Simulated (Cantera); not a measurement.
Charge: 1 mol SO2, 0.56 mol O2, held at 1875 °C and 1330 Pa.

These are equilibrium values from Cantera (NASA tables, ideal gas, pure condensed phases), not measurements of a reactor. Candidate condensed phases: S; 10 gas species. Rates play no part.

Task: What is the equilibrium state?

Result: 
```
Property                             Value
-------------------------------  ---------
x(SO2)                               0.631
x(O2)                                0.354
x(O)                               0.00994
x(SO)                              0.00477
x(SO3)                            0.000166
x(S)                               1.09e-5
gas amount                       1.571 mol
log10 activity of S(l) (absent)      -6.38
```
